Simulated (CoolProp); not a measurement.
Vapour-liquid equilibrium of diethyl ether (1) + benzene (2) at 358.5 K; x and y are mole fractions of (1).

Values from CoolProp's multi-fluid Helmholtz-energy mixture model, Thol 2014 and Thol 2012; pair parameters Bell 2016.

| x | bubble pressure, mixture model (bar) | bubble pressure, Raoult's law (bar) | y, mixture model | y, Raoult's law |
|---|---|---|---|---|
| 0.05 | 1.353 | 1.360 | 0.160 | 0.169 |
| 0.15 | 1.680 | 1.702 | 0.386 | 0.406 |
| 0.25 | 2.007 | 2.044 | 0.540 | 0.564 |
| 0.35 | 2.337 | 2.386 | 0.653 | 0.676 |
| 0.45 | 2.670 | 2.729 | 0.739 | 0.760 |
| 0.55 | 3.008 | 3.071 | 0.807 | 0.826 |
| 0.65 | 3.352 | 3.413 | 0.863 | 0.878 |
| 0.75 | 3.702 | 3.755 | 0.910 | 0.921 |
| 0.85 | 4.059 | 4.097 | 0.950 | 0.956 |
| 0.95 | 4.424 | 4.439 | 0.984 | 0.987 |

The largest gap from Raoult's law is -2.2 % in bubble pressure, at x = 0.45. No azeotrope shows between x = 0.05 and 0.95.

The pair parameters rest on a limited set of measurements; away from them the model extrapolates.
